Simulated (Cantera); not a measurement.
# Catalytic stagnation flow on Pt

A jet of 2.28 % H₂, 11.9 % O₂, 85.8 % N₂, equivalence ratio 0.095 at 300 K and 0.276 atm hits a platinum plate 6.3 cm away at a mass flux of 0.19 kg/m²/s; the plate temperature is set and raised in steps from an oxygen-covered start.

Cantera simulation using Deutschmann's 1995 Pt surface mechanism with GRI-Mech 3.0 gas chemistry; the numbers are that mechanism's predictions, not measurements. Catalytic surfaces can have several steady states; this one follows from the mechanism file's or the stated starting coverage.

```json
[
 {"plate T (K)": "500", "wall x H₂": "0.00194", "wall x O₂": "0.0966", "wall x H₂O": "0.0416", "wall x OH": "<1e-8", "θ free Pt": "0.0294", "θ O*": "0.947", "θ OH*": "0.0232"},
 {"plate T (K)": "550", "wall x H₂": "0.00193", "wall x O₂": "0.0967", "wall x H₂O": "0.0413", "wall x OH": "<1e-8", "θ free Pt": "0.0310", "θ O*": "0.956", "θ OH*": "0.0133"},
 {"plate T (K)": "600", "wall x H₂": "0.00192", "wall x O₂": "0.0968", "wall x H₂O": "0.0410", "wall x OH": "<1e-8", "θ free Pt": "0.0326", "θ O*": "0.959", "θ OH*": "0.00828"},
 {"plate T (K)": "650", "wall x H₂": "0.00191", "wall x O₂": "0.0969", "wall x H₂O": "0.0407", "wall x OH": "<1e-8", "θ free Pt": "0.0343", "θ O*": "0.960", "θ OH*": "0.00553"},
 {"plate T (K)": "700", "wall x H₂": "0.00182", "wall x O₂": "0.0968", "wall x H₂O": "0.0407", "wall x OH": "<1e-8", "θ free Pt": "0.0376", "θ O*": "0.958", "θ OH*": "0.00399"},
 {"plate T (K)": "750", "wall x H₂": "0.00152", "wall x O₂": "0.0966", "wall x H₂O": "0.0410", "wall x OH": "<1e-8", "θ free Pt": "0.0472", "θ O*": "0.950", "θ OH*": "0.00324"},
 {"plate T (K)": "800", "wall x H₂": "0.00109", "wall x O₂": "0.0962", "wall x H₂O": "0.0417", "wall x OH": "<1e-8", "θ free Pt": "0.0698", "θ O*": "0.927", "θ OH*": "0.00295"},
 {"plate T (K)": "850", "wall x H₂": "0.000748", "wall x O₂": "0.0958", "wall x H₂O": "0.0422", "wall x OH": "<1e-8", "θ free Pt": "0.107", "θ O*": "0.890", "θ OH*": "0.00279"}
]
```
x: mole fraction at the wall; θ: surface coverage.
